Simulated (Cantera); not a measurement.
A closed system holds: 1 mol borazine, 27 mol N2, 2.2 mol H2, at 1123.15 K and 0.000510 bar.

Cantera equilibrium calculation (NASA polynomials, part measured and part estimated; ideal gas, pure solids and liquids). Candidate condensed phases: B, BN; 15 gas species. The feed counts by its element totals alone. Rates play no part.

Base state: N2 0.839, H2 0.161 (mole fractions); condensed: BN(s).

What changes in the equilibrium state with this change: borazine replaced by BCl3?


```json
[
 {"species": "N2", "before": "0.839", "after": "0.877"},
 {"species": "HCl", "before": "0", "after": "0.0993"},
 {"species": "H2", "before": "0.161", "after": "0.0232"},
 {"species": "BN(s), mol", "before": "3.00", "after": "1.000"}
]
```
N2 is the only nitrogen source here; it is nearly inert below about 1500 K, so the nitride shown seldom forms there in practice. Further candidate phases: NH4Cl.
